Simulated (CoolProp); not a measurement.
Values from CoolProp's reference Helmholtz-energy equation of state, Span 1996.

Problem. For carbon dioxide, give the phase and the density (kg/m³), speed of sound (m/s), expansivity (1/kK), viscosity (µPa s) at 34.15 °C and 0.686 MPa.

Solution. 
- 34.15 °C and 0.686 MPa: gas; density 12.2, speed of sound 268, expansivity 3.62, viscosity 15.4

Viscosity comes from a separate model (Laesecke 2017).
